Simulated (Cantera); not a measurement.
Feed: 1 mol CH4, 0.16 mol H2O, 16 mol H2, equilibrated at 1425 K and 4.00 bar.

These are equilibrium values from Cantera (NASA tables, ideal gas, pure condensed phases), not measurements of a reactor. Candidate condensed phases: C, C6H6, C7H8, C8H18, H2O; 110 gas species. Equilibrium is a limit: real reactors are often held back by kinetics, nucleation or transport.

Base state: H2 0.977, CH4 0.0144, CO 0.00876, H2O 0.000104 (mole fractions); condensed: C(graphite).

Question: What changes in the equilibrium state with this change: temperature from 1425 K to 2150 K?

Answer: 
| species | before | after |
|---|---|---|
| H2 | 0.977 | 0.986 |
| CO | 0.00876 | 0.00873 |
| H | 3.37e-6 | 0.00209 |
| CH4 | 0.0144 | 0.00114 |
| C2H2 (acetylene) | 3.44e-6 | 0.00191 |
| CH3 | 9.97e-7 | 4.69e-5 |
| H2O | 0.000104 | 2.32e-6 |
| C(graphite), mol | 0.582 | 0.747 |

Question: What changes in the equilibrium state with this change: H2O from 0.16 to 0.06 mol?

Answer: 
```tsv
species	before	after
H2	0.977	0.982
CH4	0.0144	0.0145
CO	0.00876	0.00332
H2O	0.000104	3.96e-5
C(graphite), mol	0.582	0.681
```
